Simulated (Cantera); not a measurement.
Feed: 1 mol B2O3, 47 mol HF, 7.8 mol BCl3, 0.41 mol H2, held at 2.70 Pa.

Equilibrium computed with Cantera from the NASA thermochemical tables; the gas is ideal and each condensed phase is pure. Candidate condensed phases: B, B2O3, B3O3H3, H2O; 56 gas species. Equilibrium is a limit: real reactors are often held back by kinetics, nucleation or transport.

Q: At 477 °C, list the 4 most abundant gas species with their mole fractions, and the condensed phases.

A: HCl 0.432, HF 0.325, BF3 0.181, H2O 0.0552. Condensed: gas only.
